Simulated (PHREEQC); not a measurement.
**Ultrapure water in contact with air or piping: speciation**

A made-up water analysis in mg/kgw, 25 °C, pH 6.74, pe 11.7: Na 0.0232; K 0.000135; Ca 0.041; Mg 0.00235; Cl 0.0901; S(6) as SO4 0.0067; Alkalinity as HCO3 0.0345; N(5) as NO3 0.00276; Ni 0.00277; Sr 0.00142; O(0) (dissolved oxygen) 0.000343.

Valence states are taken as typed.

Model: ion-association model, wateq4f.dat, run in PHREEQC.

This is a speciation only: nothing precipitates in the calculation.

Q: Estimate the charge-balance error.

A: charge-balance error 1.2 %.

Q: In which forms is C present?

A: HCO3- 71 %, CO2 29 % of the C.
